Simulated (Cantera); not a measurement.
Low-pressure radical oxidation in H2/O2

A perfectly stirred reactor is fed with H2 : O2 = 0.23 : 1 (molar parts), equivalence ratio 0.12, at 0.0316 atm; it is held at 1375 K, and followed from long to short residence time.

Computed with Cantera and the H2/O2 subset of GRI-Mech 3.0, which has no nitrogen chemistry. Radical loss at walls, strong at low pressure, is not modelled. The temperature is held fixed by assumption; the heat of reaction is taken as removed at once.

```
τ (s)       x H2   x O2    x HO2       x H       x O
------  --------  -----  -------  --------  --------
5.9      8.40e-5  0.793  1.30e-6   2.23e-5  0.000477
2.9     0.000134  0.792  1.91e-6   4.58e-5  0.000770
1.5     0.000207  0.792  2.68e-6   8.92e-5   0.00120
0.72    0.000334  0.791  3.80e-6  0.000186   0.00196
0.36    0.000523  0.789  5.14e-6  0.000372   0.00311
0.18    0.000815  0.787  6.71e-6  0.000739   0.00491
0.089    0.00127  0.784  8.46e-6   0.00147   0.00775
0.044    0.00196  0.779  1.02e-5   0.00288    0.0121
0.022    0.00296  0.772  1.18e-5   0.00546    0.0184
0.011    0.00436  0.762  1.30e-5   0.00995    0.0273
0.0054   0.00629  0.748  1.37e-5    0.0172    0.0390
```
x: mole fraction; the columns are a selection and need not sum to one.
